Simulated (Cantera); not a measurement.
Input (Python, Cantera):

```python
import numpy as np
import cantera as ct

gas = ct.Solution("gri30.yaml")
gas.TPX = 1575, 56000, {'CO': 1, 'H2': 0.19, 'O2': 0.238, 'N2': 0.895}
reactor = ct.IdealGasConstPressureReactor(gas, energy="on", clone=False)
net = ct.ReactorNet([reactor])
net.rtol, net.atol = 1e-08, 1e-16
show = ['CO', 'H2', 'O2', 'HO2', 'H2O2', 'CO2']
times = np.geomspace(2e-06, 2, 14)

steps = ct.SolutionArray(gas, extra=["t"])
rows = []
print(f"{'t/s':>10s}{'T/K':>9s}{'P/Pa':>11s}" + "".join(f"{s:>11s}" for s in show))
for t in times:
    while net.time < t:
        t_next = net.step()
        steps.append(gas.state, t=t_next)
    rows.append([np.interp(t, steps.t, y) for y in (steps.T, steps.P, *steps(*show).X.T)])
    print(f"{t:10.3e}{rows[-1][0]:9.1f}{rows[-1][1]:11.4g}" + "".join(f"{x:11.3e}" for x in rows[-1][2:]))
rate = np.gradient(steps.T, steps.t)
print("integrator steps:", len(steps.t))
if steps.T.max() > steps.T[0] + 200:
    print(f"time of steepest temperature rise: {steps.t[rate.argmax()]:.4e} s")
gas.TPX = 1575, 56000, {'CO': 1, 'H2': 0.19, 'O2': 0.238, 'N2': 0.895}
gas.equilibrate("HP")
print(f"equilibrium (HP): T = {gas.T:.1f} K  " + "  ".join(f"{s} {gas[s].X[0]:.3e}" for s in show))
```

It prints:

```
       t/s      T/K       P/Pa         CO         H2         O2        HO2       H2O2        CO2
 2.000e-06   1575.0    5.6e+04  4.305e-01  8.179e-02  1.025e-01  1.234e-07  3.985e-10  2.902e-07
 5.789e-06   1575.0    5.6e+04  4.305e-01  8.179e-02  1.025e-01  3.005e-07  2.249e-09  1.687e-06
 1.675e-05   1575.2    5.6e+04  4.304e-01  8.140e-02  1.022e-01  3.100e-06  2.176e-08  1.042e-04
 4.849e-05   1771.7    5.6e+04  3.526e-01  1.391e-02  2.785e-02  4.008e-06  2.149e-07  8.087e-02
 1.403e-04   2068.4    5.6e+04  3.316e-01  1.878e-02  1.698e-02  1.770e-06  8.026e-08  1.111e-01
 4.062e-04   2400.9    5.6e+04  3.353e-01  2.020e-02  1.309e-02  1.139e-06  3.530e-08  1.194e-01
 1.176e-03   2690.8    5.6e+04  3.321e-01  1.995e-02  7.389e-03  1.118e-06  3.195e-08  1.334e-01
 3.403e-03   2763.5    5.6e+04  3.310e-01  1.994e-02  5.285e-03  1.095e-06  3.642e-08  1.374e-01
 9.848e-03   2760.8    5.6e+04  3.313e-01  2.005e-02  5.090e-03  1.059e-06  3.563e-08  1.370e-01
 2.850e-02   2760.7    5.6e+04  3.313e-01  2.005e-02  5.083e-03  1.058e-06  3.560e-08  1.370e-01
 8.249e-02   2760.7    5.6e+04  3.313e-01  2.005e-02  5.083e-03  1.058e-06  3.560e-08  1.370e-01
 2.388e-01   2760.7    5.6e+04  3.313e-01  2.005e-02  5.083e-03  1.058e-06  3.560e-08  1.370e-01
 6.910e-01   2760.7    5.6e+04  3.313e-01  2.005e-02  5.083e-03  1.058e-06  3.560e-08  1.370e-01
 2.000e+00   2760.7    5.6e+04  3.313e-01  2.005e-02  5.083e-03  1.058e-06  3.560e-08  1.370e-01
integrator steps: 1232
time of steepest temperature rise: 3.3687e-05 s
equilibrium (HP): T = 2760.7 K  CO 3.313e-01  H2 2.005e-02  O2 5.083e-03  HO2 1.058e-06  H2O2 3.560e-08  CO2 1.370e-01
```

Cantera simulation using GRI-Mech 3.0 (53 species, 325 reactions); the numbers are that mechanism's predictions, not measurements.
